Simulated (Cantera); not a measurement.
Mixture: CH4 : O2 : N2 : H2O = 1 : 2.5 : 7.5 : 0.067 (molar parts), at 1.01 bar, adiabatic and at constant pressure. Ignition delay is the time to a rise of 400 K.

Model: GRI-Mech 3.0 (53 species, 325 reactions), integrated in Cantera.

Predict: delay at 1175 K; delay at 1375 K; delay at 1575 K; delay at 1775 K; delay at 1975 K; apparent activation energy between 1775 and 1975 K.


```json
{
 "delay at 1175 K": "48.2 ms",
 "delay at 1375 K": "3.46 ms",
 "delay at 1575 K": "0.462 ms",
 "delay at 1775 K": "0.109 ms",
 "delay at 1975 K": "37.0 µs",
 "apparent activation energy between 1775 and 1975 K": "160 kJ/mol"
}
```
